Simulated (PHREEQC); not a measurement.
A PHREEQC speciation (ion-association model, wateq4f.dat) at 25 °C gives pH 2.43 and these molalities:

| species | mol/kgw |
|---|---|
| HF | 0.0195 |
| H+ | 0.00400 |
| F- | 0.00387 |
| H2F2 | 0.000994 |
| Cu+2 | 0.000890 |
| SO4-2 | 0.000733 |
| HF2- | 0.000290 |
| HSO4- | 0.000202 |
| CuSO4 | 6.58e-5 |
| CuF+ | 4.43e-5 |

Problem. What are the element totals, and what could have been dissolved in 1 kg of water to give them?

Solution. This is not unique; one that fits is totals Cu(2) 0.00100, F 0.0260, S(6) 0.00100 mol/kgw, from 26 mmol/kgw HF and 1 mmol/kgw CuSO4.

No solid was allowed to form. Species that the database lacks are ignored. wateq4f.dat counts part of the HF as a dimer, H2F2, which phreeqc.dat doesn't know; its constant is uncertain.
